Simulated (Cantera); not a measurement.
# Pyrogenic steam for wet oxidation

An isothermal, constant-pressure homogeneous reactor starts with 30.0 % H2, 20.0 % O2, 50.0 % N2, equivalence ratio 0.75, at 925 K and 23000 Pa.

Computed with Cantera and the H2/O2 subset of GRI-Mech 3.0, which has no nitrogen chemistry. Below about 950 K walls govern HO2 and H2O2 in real vessels. The temperature is held fixed by assumption; the heat of reaction is taken as removed at once.

```json
[
 {"t (s)": "0.000700", "x H2": "0.300", "x O2": "0.200", "x O": "4.15e-7", "x H2O2": "3.47e-9", "x HO2": "2.36e-6", "x H": "3.62e-6", "x OH": "1.17e-7"},
 {"t (s)": "0.00139", "x H2": "0.125", "x O2": "0.120", "x O": "0.00187", "x H2O2": "3.03e-6", "x HO2": "6.55e-5", "x H": "0.0178", "x OH": "0.00145"},
 {"t (s)": "0.00275", "x H2": "0.0309", "x O2": "0.0733", "x O": "8.66e-5", "x H2O2": "3.19e-6", "x HO2": "5.15e-5", "x H": "0.000256", "x OH": "8.03e-5"},
 {"t (s)": "0.00544", "x H2": "0.0248", "x O2": "0.0705", "x O": "8.65e-6", "x H2O2": "1.15e-5", "x HO2": "4.72e-5", "x H": "2.01e-5", "x OH": "7.78e-6"},
 {"t (s)": "0.0108", "x H2": "0.0241", "x O2": "0.0701", "x O": "2.33e-7", "x H2O2": "3.14e-5", "x HO2": "3.23e-5", "x H": "5.11e-7", "x OH": "1.79e-7"},
 {"t (s)": "0.0213", "x H2": "0.0240", "x O2": "0.0701", "x O": "1.51e-7", "x H2O2": "4.40e-5", "x HO2": "2.23e-5", "x H": "3.32e-7", "x OH": "1.07e-7"},
 {"t (s)": "0.0422", "x H2": "0.0238", "x O2": "0.0700", "x O": "2.07e-7", "x H2O2": "6.02e-5", "x HO2": "2.47e-5", "x H": "4.59e-7", "x OH": "1.54e-7"},
 {"t (s)": "0.0837", "x H2": "0.0232", "x O2": "0.0697", "x O": "3.18e-7", "x H2O2": "9.19e-5", "x HO2": "2.86e-5", "x H": "7.08e-7", "x OH": "2.57e-7"},
 {"t (s)": "0.166", "x H2": "0.0214", "x O2": "0.0688", "x O": "4.23e-7", "x H2O2": "0.000126", "x HO2": "3.09e-5", "x H": "9.14e-7", "x OH": "3.72e-7"},
 {"t (s)": "0.328", "x H2": "0.0177", "x O2": "0.0671", "x O": "4.24e-7", "x H2O2": "0.000128", "x HO2": "2.95e-5", "x H": "8.20e-7", "x OH": "3.98e-7"},
 {"t (s)": "0.650", "x H2": "0.0122", "x O2": "0.0645", "x O": "3.66e-7", "x H2O2": "0.000105", "x HO2": "2.55e-5", "x H": "5.66e-7", "x OH": "3.80e-7"},
 {"t (s)": "1.29", "x H2": "0.00611", "x O2": "0.0617", "x O": "2.70e-7", "x H2O2": "6.71e-5", "x HO2": "1.91e-5", "x H": "2.84e-7", "x OH": "3.53e-7"},
 {"t (s)": "2.55", "x H2": "0.00186", "x O2": "0.0597", "x O": "1.26e-7", "x H2O2": "2.37e-5", "x HO2": "1.06e-5", "x H": "7.72e-8", "x OH": "2.90e-7"},
 {"t (s)": "5.05", "x H2": "0.000395", "x O2": "0.0590", "x O": "2.34e-8", "x H2O2": "3.34e-6", "x HO2": "3.79e-6", "x H": "9.31e-9", "x OH": "1.54e-7"},
 {"t (s)": "10.0", "x H2": "0.000104", "x O2": "0.0589", "x O": "2.96e-9", "x H2O2": "3.65e-7", "x HO2": "1.23e-6", "x H": "1.00e-9", "x OH": "6.13e-8"}
]
```
x: mole fraction; the columns are a selection and need not sum to one.

Equilibrium at this temperature and pressure: H2 2.39e-11, O2 0.0588, O 6.82e-12, H2O2 4.10e-11, HO2 1.28e-10, H <1e-12, OH 4.67e-8 (gas phase only).
